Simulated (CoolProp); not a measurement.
Aqueous sodium chloride as a coolant, at 8 °C, 1 atm.

Values from CoolProp's Melinder's fits for secondary coolants.

```
mass %  freezing point (°C)  density (kg/m³)  Prandtl number  viscosity (mPa s)  conductivity (W/(m K))
------  -------------------  ---------------  --------------  -----------------  ----------------------
5                      -3.1             1037            10.2               1.49                   0.573
6.4                    -4.0             1047            10.3               1.52                   0.572
7.9                    -5.0             1059            10.4               1.56                   0.571
9.4                    -6.1             1070            10.5               1.61                   0.570
10.8                   -7.2             1081            10.7               1.66                   0.568
12.3                   -8.4             1092            10.9               1.71                   0.567
13.8                   -9.8             1104            11.2               1.78                   0.566
15.2                  -11.1             1115            11.5               1.84                   0.565
16.7                  -12.6             1127            11.8               1.91                   0.563
```
